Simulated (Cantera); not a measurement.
Feed: 1 mol NH₃, 0.35 mol H₂O, 3.7 mol H₂, at 2177 °C.

Cantera equilibrium calculation (NASA polynomials, part measured and part estimated; ideal gas, pure solids and liquids). Candidate condensed phases: H₂O; 24 gas species. Kinetics and transport are ignored.

### Question
At 39.0 mbar, list the 5 most abundant gas species with their mole fractions, and the condensed phases.

### Answer
H₂ 0.776, H 0.0896, N₂ 0.0789, H₂O 0.0539, OH 0.00122. Condensed: gas only.
